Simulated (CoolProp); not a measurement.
CH3F (R41) at several states: density (kg/m³) from the reference equation and from simpler models built on Tc = 44.1 °C, pc = 59.06 bar, ω = 0.200; each cubic takes its own stable root.

The numbers come from the reference Helmholtz-energy equation of state, Lemmon 2006 in CoolProp. It is a short technical equation, of lower accuracy than the large ones.

| T (°C) | p (bar) | phase | reference | Redlich-Kwong | Peng-Robinson |
|---|---|---|---|---|---|
| -42.45 | 90.2 | liquid | [?] | 634.2 | [?] |
| 118.65 | 0.164 | gas | 0.1714 | 0.1714 | 0.1714 |
| -131.35 | 0.361 | liquid | 984.2 | 765.0 | [?] |
| 34.65 | 31.6 | gas | [?] | 55.13 | 56.85 |
| -113.65 | 116 | liquid | [?] | [?] | 851.9 |
| -126.85 | 4.74 | liquid | 976.2 | 759.3 | 862.4 |

Q: Complete the blanks.

A: 
- -42.45, reference: 818.3
- -42.45, Peng-Robinson: 734.3
- -131.35, Peng-Robinson: 867.7
- 34.65, reference: 58.15
- -113.65, reference: 961.3
- -113.65, Redlich-Kwong: 749.5
